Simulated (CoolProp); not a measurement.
Computed with CoolProp (reference Helmholtz-energy equation of state, Lemmon 2005). It is a short technical equation, of lower accuracy than the large ones.

### Question
Give the vapour pressure (MPa), vapour density (kg/m³), liquid cp (kJ/(kg K)) of saturated trans-2-butene at 237.5, 358.9 K.

### Answer
```
T (K)  p (MPa)  vapour density (kg/m³)  liquid cp (kJ/(kg K))
-----  -------  ----------------------  ---------------------
237.5   0.0196                   0.564                   2.10
358.9     1.13                    27.0                   2.75
```
